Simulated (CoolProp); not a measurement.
Vapour-liquid equilibrium of hydrogen chloride (1) + propane (2) at 194 K; x and y are mole fractions of (1).

Values from CoolProp's multi-fluid Helmholtz-energy mixture model, Thol 2018 and Lemmon 2009; pair parameters Bell 2016.

```csv
x,"bubble pressure, mixture model (MPa)","bubble pressure, Raoult's law (MPa)","y, mixture model","y, Raoult's law"
0.05,0.03721,0.02009,0.642,0.347
0.125,0.06565,0.02951,0.808,0.591
0.2,0.08649,0.03894,0.862,0.716
0.275,0.1009,0.04837,0.887,0.793
0.35,0.1103,0.05780,0.901,0.845
0.425,0.1162,0.06723,0.909,0.882
0.5,0.1198,0.07665,0.914,0.910
0.575,0.1222,0.08608,0.918,0.932
0.65,0.1242,0.09551,0.922,0.949
0.725,0.1264,0.1049,0.927,0.964
0.8,0.1292,0.1144,0.935,0.976
0.875,0.1327,0.1238,0.949,0.986
0.95,0.1368,0.1332,0.974,0.995
```

The largest gap from Raoult's law is +122.5 % in bubble pressure, at x = 0.125. No azeotrope shows between x = 0.05 and 0.95.

The pair parameters rest on a limited set of measurements; away from them the model extrapolates. With so large a gap from Raoult's law the liquid may split in two, which this calculation doesn't test in full.
